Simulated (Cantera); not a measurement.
A closed system holds: 1 mol Si3N4, 44 mol H2, 84 mol N2, held at 1500 Pa.

Equilibrium computed with Cantera from the NASA thermochemical tables; the gas is ideal and each condensed phase is pure. Candidate condensed phases: Si, Si3N4; 18 gas species. Gases not in the tables: Si2H6 and higher silanes. The numbers say what is thermodynamically allowed, not how fast it happens.

**Question.** Which condensed phases are stable at each of these points (T (K)): 1575, 1625, 1675, 1725, 1775, 1825, 1875, 1925, 1975?

**Answer.** 
```
T (K)  condensed phases  Si condensed (%)
-----  ----------------  ----------------
1575           Si3N4(s)             100.0
1625           Si3N4(s)             100.0
1675           Si3N4(s)             100.0
1725           Si3N4(s)              99.8
1775           Si3N4(s)              99.4
1825              Si(l)              98.3
1875              Si(l)              96.7
1925              Si(l)              93.8
1975              Si(l)              88.8
```

From 1575 K to 1775 K the condensed part is Si3N4(s). From 1825 K to 1975 K the condensed part is Si(l).
